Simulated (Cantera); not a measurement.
# Premixed flame

A freely propagating, adiabatic, planar premixed flame of CH4 : C2H6 : O2 : N2 = 1 : 0.066 : 1.86 : 4.83 (molar parts), unburnt at 348 K and 0.612 atm; unity-Lewis-number transport, grid criteria slope 0.08 and curve 0.16, no radiation.

Computed with Cantera and GRI-Mech 3.0 (53 species, 325 reactions). Unity Lewis numbers drop preferential diffusion, which matters most where H2 and H carry the flame. Burning velocities carry a grid error of a few per cent, more on coarse grids.

| z (mm) | T (K) | u (m/s) | x CH4 | x C2H6 | x O2 | x C2H2 | x C2H | x CO |
|---|---|---|---|---|---|---|---|---|
| -1.60 | 348 | 0.599 | 0.129 | 0.00851 | 0.240 | 3.16e-8 | <1e-8 | 3.91e-6 |
| -1.06 | 349 | 0.601 | 0.129 | 0.00850 | 0.240 | 4.67e-7 | <1e-8 | 5.78e-5 |
| -0.798 | 357 | 0.615 | 0.128 | 0.00848 | 0.239 | 3.06e-6 | <1e-8 | 0.000379 |
| -0.532 | 451 | 0.779 | 0.122 | 0.00812 | 0.229 | 3.52e-5 | <1e-8 | 0.00436 |
| -0.266 | 1020 | 1.80 | 0.0800 | 0.00562 | 0.166 | 0.000254 | <1e-8 | 0.0313 |
| -0.133 | 1521 | 2.76 | 0.0389 | 0.00235 | 0.103 | 0.000484 | 4.22e-8 | 0.0579 |
| 0 | 1966 | 3.66 | 0.00630 | 8.94e-5 | 0.0427 | 0.000537 | 1.77e-6 | 0.0802 |
| 0.133 | 2119 | 3.97 | 0.000242 | 1.27e-7 | 0.0175 | 7.86e-5 | 8.65e-7 | 0.0799 |
| 0.266 | 2152 | 4.03 | 5.41e-6 | <1e-8 | 0.0119 | 3.33e-6 | 4.68e-8 | 0.0740 |
| 0.532 | 2192 | 4.09 | <1e-8 | <1e-8 | 0.00961 | 1.05e-8 | <1e-8 | 0.0695 |
| 1.06 | 2246 | 4.17 | <1e-8 | <1e-8 | 0.00797 | <1e-8 | <1e-8 | 0.0679 |
| 2.13 | 2314 | 4.27 | <1e-8 | <1e-8 | 0.00604 | <1e-8 | <1e-8 | 0.0668 |
| 4.26 | 2381 | 4.37 | <1e-8 | <1e-8 | 0.00411 | <1e-8 | <1e-8 | 0.0654 |
x: mole fraction of selected species; z is measured from the peak of heat release.

| Quantity | Result |
|---|---|
| laminar burning velocity | 59.9 cm/s |
| thermal thickness | 0.532 mm |
| peak x(C2H2) | 0.000611 |
| peak x(C2H) | 2.18e-6 |
| peak x(CO) | 0.0824 |
| grid points | 153 |
